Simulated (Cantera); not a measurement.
An adiabatic, constant-volume homogeneous reactor starts with CH4 : O2 : N2 = 1 : 1.54 : 14.6 (molar parts), equivalence ratio 1.3, at 1800 K and 10.0 bar.

Computed with Cantera and GRI-Mech 3.0 (53 species, 325 reactions).

x: mole fraction; the columns are a selection and need not sum to one.

| t (s) | T (K) | P (bar) | x CH4 | x O2 | x C2H6 | x HCN | x C2H | x HCO |
|---|---|---|---|---|---|---|---|---|
| 3.00e-6 | 1799 | 10.00 | 0.0581 | 0.0898 | 3.83e-6 | <1e-12 | <1e-12 | 4.31e-9 |
| 7.05e-6 | 1800 | 10.00 | 0.0576 | 0.0896 | … | 7.09e-12 | <1e-12 | … |
| 1.66e-5 | 1810 | 10.1 | 0.0543 | 0.0879 | 0.000497 | 1.39e-10 | 1.64e-10 | 7.38e-7 |
| 3.89e-5 | 2717 | 15.6 | <1e-12 | … | <1e-12 | … | <1e-12 | … |
| 9.15e-5 | 2794 | 16.0 | <1e-12 | 0.000571 | <1e-12 | 1.57e-8 | <1e-12 | 1.51e-7 |
| 0.000215 | 2789 | 16.0 | <1e-12 | 0.000538 | <1e-12 | 2.39e-8 | <1e-12 | 1.51e-7 |
| 0.000505 | 2785 | 16.0 | <1e-12 | 0.000508 | <1e-12 | 3.21e-8 | <1e-12 | 1.51e-7 |
| 0.00119 | 2784 | 16.0 | <1e-12 | 0.000500 | <1e-12 | 3.44e-8 | <1e-12 | 1.51e-7 |
| 0.00279 | 2784 | 16.0 | <1e-12 | 0.000500 | <1e-12 | 3.45e-8 | <1e-12 | 1.51e-7 |
| 0.00656 | 2784 | 16.0 | <1e-12 | 0.000500 | <1e-12 | 3.45e-8 | <1e-12 | 1.51e-7 |
| 0.0154 | 2784 | 16.0 | <1e-12 | 0.000500 | <1e-12 | 3.45e-8 | <1e-12 | 1.51e-7 |
| 0.0362 | 2784 | 16.0 | <1e-12 | 0.000500 | <1e-12 | 3.45e-8 | <1e-12 | 1.51e-7 |
| 0.0851 | 2784 | 16.0 | <1e-12 | 0.000500 | <1e-12 | 3.45e-8 | <1e-12 | 1.51e-7 |
| 0.200 | 2784 | 16.0 | <1e-12 | 0.000500 | <1e-12 | 3.45e-8 | <1e-12 | 1.51e-7 |

Q: Complete the blanks.

A: 
- 7.05e-6, x C2H6: 5.46e-5
- 7.05e-6, x HCO: 5.31e-8
- 3.89e-5, x O2: 0.00192
- 3.89e-5, x HCN: 4.59e-9
- 3.89e-5, x HCO: 3.08e-7
